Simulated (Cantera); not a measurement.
Feed: 1 mol SiH₂Cl₂, 46 mol N₂, held at 70.0 Pa.

Cantera equilibrium calculation (NASA polynomials, part measured and part estimated; ideal gas, pure solids and liquids). Candidate condensed phases: NH₄Cl, Si, Si₃N₄; 28 gas species. N₂ is the only nitrogen source here; it is nearly inert below about 1500 K, so the nitride shown seldom forms there in practice. The tables' values for SiCl₃ are old estimates; treat these amounts as uncertain. Rates play no part.

At 1248 K, list the 4 most abundant gas species with their mole fractions, and the condensed phases.

N₂ 0.959, HCl 0.0334, H₂ 0.00439, SiCl₂ 0.00202. Condensed: Si₃N₄(s).
